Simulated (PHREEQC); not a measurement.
A solution holds 0.054 mol/kgw HF and 0.0066 mol/kgw NaF, at 25 °C. Closed to the air; pH follows from the charge balance.

Equilibrium calculation in PHREEQC: ion-association model, wateq4f.dat.

```json
{
  "pH": "2.47",
  "ionic_strength": "0.0103 mol/kgw",
  "total_alkalinity": "-54.0 meq/kg"
}
```

```tsv
species	molality	activity	log γ
HF	0.0404	0.0405	0.001
F-	0.00889	0.00799	-0.046
Na+	0.00657	0.00593	-0.045
H2F2	0.00426	0.00427	0.001
H+	0.00370	0.00338	-0.040
HF2-	0.00138	0.00124	-0.046
NaF	2.72e-5	2.73e-5	0.001
```

No solid was allowed to form. wateq4f.dat counts part of the HF as a dimer, H2F2, which phreeqc.dat doesn't know; its constant is uncertain.
